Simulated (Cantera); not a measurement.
Gas mixture: 34.1 % H2O, 65.9 % CH4, at 0.488 Torr, frozen composition.

Cantera's kinetic-theory transport with the Lennard-Jones parameters of GRI-Mech 3.0, ideal gas; thermal conductivity in the mixture-averaged form. Polar gases are described roughly by these parameters. The composition is frozen, though it would react at the higher temperatures.

One state of this run: ρ (kg/m³) = 0.000114; cp (J/kg/K) = 4022; μ (µPa s) = 33.9; λ (mW/m/K) = 180; Pr = 0.755; D (cm²/s) OH = 5470; D (cm²/s) CO2 = 3010; D (cm²/s) H2O = 4320. D: mixture-averaged diffusion coefficient of that species in the mixture.

Problem. Which value of T (K) does it belong to?
A) 1400
B) 650
C) 400
D) 1150

Solution. D, 1150
